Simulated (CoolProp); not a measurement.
A simple Rankine cycle with R123: condensing at 304.15 K, boiler at 0.441 MPa, turbine inlet 389.1 K, turbine efficiency 0.85, pump efficiency 0.6, no recuperator. Each further row changes one setting.

Values from CoolProp's reference Helmholtz-energy equation of state, Younglove 1994. It is a modified Benedict-Webb-Rubin equation, recast in Helmholtz form.

| case | thermal efficiency (%) | net work (kJ/kg) | heat in (kJ/kg) | turbine exit temperature (K) | volume ratio over the turbine |
|---|---|---|---|---|---|
| as stated | 9.5 | 21.6 | 227 | 354.7 | 3.74 |
| turbine inlet 409.1 K | 9.4 | 23.0 | 244 | ___ | 3.72 |
| condensing temperature 296.15 K | 11.1 | 26.1 | ___ | ___ | 4.94 |
| boiler pressure 0.309 MPa | 7.2 | 16.5 | ___ | 364.1 | 2.63 |
| turbine efficiency 0.75 | 8.4 | 19.0 | 227 | 358.1 | 3.78 |

Fill in the missing entries.


- turbine inlet 409.1 K, turbine exit temperature (K): 374.4
- condensing temperature 296.15 K, heat in (kJ/kg): 235
- condensing temperature 296.15 K, turbine exit temperature (K): 347.9
- boiler pressure 0.309 MPa, heat in (kJ/kg): 229
